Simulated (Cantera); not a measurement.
# Adiabatic ignition

An adiabatic, constant-volume homogeneous reactor starts with CH4 : O2 : N2 = 1 : 5.41 : 20.3 (molar parts), equivalence ratio 0.37, at 1450 K and 10500 Torr.

Cantera simulation using GRI-Mech 3.0 (53 species, 325 reactions); the numbers are that mechanism's predictions, not measurements. The pressure lies above the range GRI-Mech 3.0 was tuned for (to about 10 atm).

| t (s) | T (K) | P (bar) | x CH4 | x O2 | x HCO | x C2H | x C2H2 | x CH2O | x NO |
|---|---|---|---|---|---|---|---|---|---|
| 2.00e-6 | 1450 | 14.0 | 0.0374 | 0.203 | <1e-12 | <1e-12 | <1e-12 | 4.34e-8 | <1e-12 |
| 5.34e-6 | 1450 | 14.0 | 0.0374 | 0.203 | 2.71e-12 | <1e-12 | <1e-12 | 3.64e-7 | <1e-12 |
| 1.43e-5 | 1450 | 14.0 | 0.0374 | 0.203 | 3.38e-11 | <1e-12 | <1e-12 | 3.82e-6 | <1e-12 |
| 3.81e-5 | 1450 | 14.0 | 0.0373 | 0.202 | 9.17e-10 | <1e-12 | 1.18e-10 | 5.55e-5 | <1e-12 |
| 0.000102 | 1462 | 14.1 | 0.0357 | 0.201 | 3.92e-8 | <1e-12 | 6.75e-8 | 0.000684 | 4.20e-12 |
| 0.000271 | 2428 | 23.5 | <1e-12 | 0.126 | 9.97e-11 | <1e-12 | <1e-12 | <1e-12 | 0.000337 |
| 0.000725 | 2425 | 23.5 | <1e-12 | 0.126 | 9.67e-11 | <1e-12 | <1e-12 | <1e-12 | 0.00151 |
| 0.00194 | 2418 | 23.4 | <1e-12 | 0.124 | 9.01e-11 | <1e-12 | <1e-12 | <1e-12 | 0.00419 |
| 0.00517 | 2406 | 23.3 | <1e-12 | 0.122 | 7.96e-11 | <1e-12 | <1e-12 | <1e-12 | 0.00885 |
| 0.0138 | 2395 | 23.2 | <1e-12 | 0.120 | 7.12e-11 | <1e-12 | <1e-12 | <1e-12 | 0.0130 |
| 0.0368 | 2392 | 23.1 | <1e-12 | 0.120 | 6.94e-11 | <1e-12 | <1e-12 | <1e-12 | 0.0139 |
| 0.0984 | 2392 | 23.1 | <1e-12 | 0.120 | 6.94e-11 | <1e-12 | <1e-12 | <1e-12 | 0.0140 |
| 0.263 | 2392 | 23.1 | <1e-12 | 0.120 | 6.94e-11 | <1e-12 | <1e-12 | <1e-12 | 0.0140 |
| 0.701 | 2392 | 23.1 | <1e-12 | 0.120 | 6.94e-11 | <1e-12 | <1e-12 | <1e-12 | 0.0140 |
| 1.87 | 2392 | 23.1 | <1e-12 | 0.120 | 6.94e-11 | <1e-12 | <1e-12 | <1e-12 | 0.0140 |
| 5.00 | 2392 | 23.1 | <1e-12 | 0.120 | 6.94e-11 | <1e-12 | <1e-12 | <1e-12 | 0.0140 |
x: mole fraction; the columns are a selection and need not sum to one.

- time of steepest temperature rise: 0.153 ms
- temperature at 5.00 s: 2392 K
- equilibrium temperature: 2392 K
- x(CH4) at 5.00 s: <1e-12 (gas-phase equilibrium <1e-12)
- x(O2) at 5.00 s: 0.120 (gas-phase equilibrium 0.120)
- x(HCO) at 5.00 s: 6.94e-11 (gas-phase equilibrium 6.94e-11)
